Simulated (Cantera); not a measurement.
A closed system holds: 1 mol TiO2, 0.13 mol MgCl2, 0.17 mol O2, held at 10.0 Torr.

Equilibrium computed with Cantera from the NASA thermochemical tables; the gas is ideal and each condensed phase is pure. Candidate condensed phases: Mg, MgCl2, MgO, MgTiO3, MgTi2O5, Mg2TiO4, Ti, TiCl2, TiCl3, TiCl4, TiO, TiO2, Ti2O3, Ti3O5, Ti4O7; 20 gas species. Mutual solubility and eutectic melting of coexisting phases are not modelled. Condensed phases not in the tables: alloys, solid solutions and most ternary compounds. Kinetics and transport are ignored. All values below are at 1825 K.

Base state: Cl 0.490, O2 0.368, MgCl2 0.115, Cl2 0.0255, O 0.000807, ClO 0.000598, TiOCl2 3.01e-5, TiCl4 1.29e-5 (mole fractions); condensed: MgTi2O5(s) + TiO2(rutile).

What changes in the equilibrium state with this change: pressure from 10.0 Torr to 100 Torr?


```
species              before     after
-----------------  --------  --------
O2                    0.368     0.415
Cl                    0.490     0.324
MgCl2                 0.115     0.149
Cl2                  0.0255     0.111
TiCl4               1.29e-5  0.000216
O                  0.000807  0.000271
ClO                0.000598   0.00132
TiOCl2              3.01e-5   3.91e-5
MgTi2O5(s), mol      0.0914    0.0843
TiO2(rutile), mol     0.817     0.831
```
